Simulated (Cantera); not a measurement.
A perfectly stirred reactor is fed with 14.5 % CO, 2.31 % H₂, 15.8 % O₂, 59.4 % N₂, 8.09 % CO₂, equivalence ratio 0.53, at 4.93 atm; it is adiabatic with a 625 K inlet, and is followed from long to short residence time, starting on the burning branch (τ in s: 0.031, 0.014, 0.006, 0.0027, 0.0012, 0.00052, 0.00023, 0.0001, 4.4e-05, 1.9e-05).

Cantera simulation using GRI-Mech 3.0 (53 species, 325 reactions); the numbers are that mechanism's predictions, not measurements. The hydrogen kinetics of GRI-Mech 3.0 are dated; newer H2 mechanisms differ, most at raised pressure.

Q: Predict: blow-out, bracketed by the residence times tried; x(CO) at τ = 31.0 ms; x(H₂) at τ = 31.0 ms; x(O₂) at τ = 31.0 ms; x(HO₂) at τ = 31.0 ms; x(H₂O₂) at τ = 31.0 ms; x(CO) at τ = 0.520 ms; x(H₂) at τ = 0.520 ms; x(O₂) at τ = 0.520 ms; x(HO₂) at τ = 0.520 ms; x(H₂O₂) at τ = 0.520 ms.

A: 
| Property | Value |
|---|---|
| blow-out, bracketed by the residence times tried | burning at 0.230 ms, out at 0.100 ms |
| x(CO) at τ = 31.0 ms | 0.00157 |
| x(H₂) at τ = 31.0 ms | 3.09e-5 |
| x(O₂) at τ = 31.0 ms | 0.0808 |
| x(HO₂) at τ = 31.0 ms | 2.01e-6 |
| x(H₂O₂) at τ = 31.0 ms | 6.15e-8 |
| x(CO) at τ = 0.520 ms | 0.0186 |
| x(H₂) at τ = 0.520 ms | 0.000333 |
| x(O₂) at τ = 0.520 ms | 0.0877 |
| x(HO₂) at τ = 0.520 ms | 2.48e-5 |
| x(H₂O₂) at τ = 0.520 ms | 4.22e-7 |
